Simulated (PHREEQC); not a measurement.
Sulfide liquor: speciation

Solution (20 °C): 2.6e-05 mol/kgw NaHS, 1.6e-06 mol/kgw NaOH and 0.00027 mol/kgw ZnCl2. Closed to the air; pH follows from the charge balance.

Computed with PHREEQC (ion-association model, phreeqc.dat).

```json
{
  "pH": "6.88",
  "ionic_strength": "0.000795 mol/kgw",
  "total_alkalinity": "0.0276 meq/kg"
}
```

```json
[
 {"species": "Cl-", "molality": "0.000540", "activity": "0.000523", "log γ": "-0.014"},
 {"species": "Zn+2", "molality": "0.000255", "activity": "0.000225", "log γ": "-0.055"},
 {"species": "Na+", "molality": "2.76e-5", "activity": "2.67e-5", "log γ": "-0.014"},
 {"species": "Zn(HS)2", "molality": "1.30e-5", "activity": "1.30e-5", "log γ": "0.000"},
 {"species": "ZnOH+", "molality": "1.33e-6", "activity": "1.29e-6", "log γ": "-0.014"},
 {"species": "ZnCl+", "molality": "2.61e-7", "activity": "2.53e-7", "log γ": "-0.014"},
 {"species": "Zn(OH)2", "molality": "1.67e-7", "activity": "1.67e-7", "log γ": "0.000"}
]
```

Precipitation was switched off in this run. Saturation is exceeded, for instance for Sphalerite (slow to form); the values hold only as long as no solid forms.
